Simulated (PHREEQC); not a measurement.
Solution (9.5 °C): 0.028 mol/kgw H2SO4, 5.2e-05 mol/kgw FeCl3 and 0.0021 mol/kgw MnSO4. Closed to the air; pH follows from the charge balance.

Model: ion-association model, wateq4f.dat, run in PHREEQC.

This is a speciation only: nothing precipitates in the calculation.

### Question
Estimate the pH, ionic strength.

### Answer
pH 1.48; ionic strength 0.0567 mol/kgw.

### Question
In which forms is S present?

### Answer
HSO4- 56 %, SO4-2 42 %, MnSO4 1.8 % of the S.

At this temperature some constants are extrapolated from 25 °C, and those without enthalpy data are left unchanged.
